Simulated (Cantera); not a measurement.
Input: 1 mol SiH₄, 0.0052 mol C₂H₄, 1 mol H₂, at 1.00 bar.

These are equilibrium values from Cantera (NASA tables, ideal gas, pure condensed phases), not measurements of a reactor. Candidate condensed phases: C, C₆H₆, C₇H₈, C₈H₁₈, Si, SiC; 87 gas species. Mutual solubility and eutectic melting of coexisting phases are not modelled. Gases not in the tables: Si₂H₆ and higher silanes. Rates play no part.

Problem. At 2198 K, list the 4 most abundant gas species with their mole fractions, and the condensed phases.

Solution. H₂ 0.994, H 0.00555, Si 0.000362, SiH₂ 0.000293. Condensed: Si(l) + SiC(s).
